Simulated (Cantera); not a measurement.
Carbon deposition, reforming and gasification: C6H6 + NH3 + H2

Input: 1 mol C6H6, 0.01 mol NH3, 4 mol H2, held at 50000 Pa.

Cantera equilibrium calculation (NASA polynomials, part measured and part estimated; ideal gas, pure solids and liquids). Candidate condensed phases: C, C6H6, C7H8, C8H18; 92 gas species. Rates play no part.

```
T (°C)    x H2    x CH4      x N2    x NH3     x HCN  n C(graphite)
------  ------  -------  --------  -------  --------  -------------
277     0.0663    0.932   0.00136  3.33e-5    <1e-12           2.61
377      0.241    0.757   0.00123  3.90e-5  1.55e-11           2.97
477      0.538    0.461   0.00102  3.22e-5  5.75e-10           3.78
577      0.800    0.199  0.000844  1.93e-5   7.95e-9           4.83
677      0.927   0.0720  0.000758  1.01e-5   5.92e-8           5.53
777      0.972   0.0271  0.000729  5.49e-6   2.96e-7           5.82
877      0.988   0.0114  0.000718  3.21e-6   1.11e-6           5.92
977      0.994  0.00543  0.000713  2.02e-6   3.38e-6           5.96
1077     0.996  0.00286  0.000709  1.35e-6   8.66e-6           5.98
1177     0.998  0.00164  0.000703  9.56e-7   1.94e-5           5.99
```
x: gas mole fraction; n: condensed amount in mol.

From 277 °C to 1177 °C the condensed part is C(graphite). The main C-bearing gas is CH4 throughout. The share of C in condensed phases is highest at 1177 °C (99.8 %) and lowest at 277 °C (43.6 %).
